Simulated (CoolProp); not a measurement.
Ethylbenzene along the isotherm 620 K: density (kg/m³) from the reference equation and from simpler models built on Tc = 617.1 K, pc = 36.22 bar, ω = 0.304; each cubic takes its own stable root.

Computed with CoolProp (reference Helmholtz-energy equation of state, Zhou 2012).

```json
[
 {"p (bar)": "12.9", "phase": "gas", "reference": "30.77", "Redlich-Kwong": "30.56", "Soave-Redlich-Kwong": "30.54", "Peng-Robinson": "31.00"},
 {"p (bar)": "25.9", "phase": "gas", "reference": "78.03", "Redlich-Kwong": "76.21", "Soave-Redlich-Kwong": "76.07", "Peng-Robinson": "?"},
 {"p (bar)": "38.8", "phase": "supercritical", "reference": "380.9", "Redlich-Kwong": "?", "Soave-Redlich-Kwong": "287.0", "Peng-Robinson": "313.4"},
 {"p (bar)": "51.7", "phase": "supercritical", "reference": "468.9", "Redlich-Kwong": "375.3", "Soave-Redlich-Kwong": "373.3", "Peng-Robinson": "413.1"},
 {"p (bar)": "64.7", "phase": "supercritical", "reference": "498.1", "Redlich-Kwong": "409.8", "Soave-Redlich-Kwong": "408.4", "Peng-Robinson": "453.2"},
 {"p (bar)": "77.6", "phase": "supercritical", "reference": "517.1", "Redlich-Kwong": "433.4", "Soave-Redlich-Kwong": "432.3", "Peng-Robinson": "480.3"},
 {"p (bar)": "90.6", "phase": "supercritical", "reference": "?", "Redlich-Kwong": "452.0", "Soave-Redlich-Kwong": "451.0", "Peng-Robinson": "501.5"},
 {"p (bar)": "103", "phase": "supercritical", "reference": "543.1", "Redlich-Kwong": "466.7", "Soave-Redlich-Kwong": "465.8", "Peng-Robinson": "518.2"},
 {"p (bar)": "116", "phase": "supercritical", "reference": "553.3", "Redlich-Kwong": "479.9", "Soave-Redlich-Kwong": "479.1", "Peng-Robinson": "533.2"},
 {"p (bar)": "129", "phase": "supercritical", "reference": "562.2", "Redlich-Kwong": "?", "Soave-Redlich-Kwong": "490.8", "Peng-Robinson": "546.2"},
 {"p (bar)": "142", "phase": "supercritical", "reference": "570.2", "Redlich-Kwong": "501.8", "Soave-Redlich-Kwong": "501.2", "Peng-Robinson": "557.8"},
 {"p (bar)": "155", "phase": "supercritical", "reference": "577.4", "Redlich-Kwong": "511.2", "Soave-Redlich-Kwong": "510.5", "Peng-Robinson": "568.3"},
 {"p (bar)": "168", "phase": "supercritical", "reference": "583.9", "Redlich-Kwong": "519.7", "Soave-Redlich-Kwong": "519.1", "Peng-Robinson": "577.8"},
 {"p (bar)": "181", "phase": "supercritical", "reference": "590.0", "Redlich-Kwong": "527.5", "Soave-Redlich-Kwong": "526.9", "Peng-Robinson": "586.5"}
]
```

Problem. Some entries are withheld; supply them.

Solution. 
- 25.9, Peng-Robinson: 78.77
- 38.8, Redlich-Kwong: 293.5
- 90.6, reference: 531.7
- 129, Redlich-Kwong: 491.5
